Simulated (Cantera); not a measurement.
# Transport properties of process gases

Gas mixture: N₂O : NO : N₂ = 0.77 : 0.76 : 0.7 (molar parts), at 0.105 Torr, frozen composition.

Cantera's kinetic-theory transport with the Lennard-Jones parameters of GRI-Mech 3.0, ideal gas; thermal conductivity in the mixture-averaged form. The composition is frozen, though it would react at the higher temperatures.

| T (K) | ρ (kg/m³) | cp (J/kg/K) | μ (µPa s) | λ (mW/m/K) | Pr | D (cm²/s) H₂O | D (cm²/s) CH₄ | D (cm²/s) NO |
|---|---|---|---|---|---|---|---|---|
| 400 | 0.000144 | 998.4 | 21.4 | 29.9 | 0.715 | 2540 | 2450 | 2110 |
| 600 | 9.60e-5 | 1076 | 29.1 | 43.6 | 0.718 | 5470 | 4980 | 4260 |
| 800 | 7.20e-5 | 1144 | 35.6 | 56.4 | 0.723 | 9230 | 8150 | 6950 |
| 1000 | 5.76e-5 | 1196 | 41.5 | 68.4 | 0.726 | 13700 | 11900 | 10100 |
| 1200 | 4.80e-5 | 1231 | 46.9 | 79.7 | 0.724 | 18800 | 16100 | 13700 |
| 1400 | 4.12e-5 | 1259 | 51.9 | 90.3 | 0.724 | 24600 | 20900 | 17800 |
| 1600 | 3.60e-5 | 1281 | 56.7 | 100 | 0.724 | 30900 | 26100 | 22200 |
D: mixture-averaged diffusion coefficient of that species in the mixture.
